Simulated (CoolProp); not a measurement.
Vapour-liquid equilibrium of dimethyl carbonate (1) + n-octane (2) at 6.55 bar; x and y are mole fractions of (1).

Computed with CoolProp (multi-fluid Helmholtz-energy mixture model, Zhou 2011 and Beckmüller 2019; pair parameters Bell 2016).

Task: Give the bubble temperature and the first vapour's composition at x = 0.05, 0.35, 0.95. Is there an azeotrope?

Result: x = 0.05: 473.8 K, y = 0.162; x = 0.35: 445.6 K, y = 0.615; x = 0.95: 435.1 K, y = 0.944. y crosses x between x = 0.8 and 0.95: the model has an azeotrope there.

Pair parameters are fitted to limited data, so mixtures are less certain than the pure fluids.
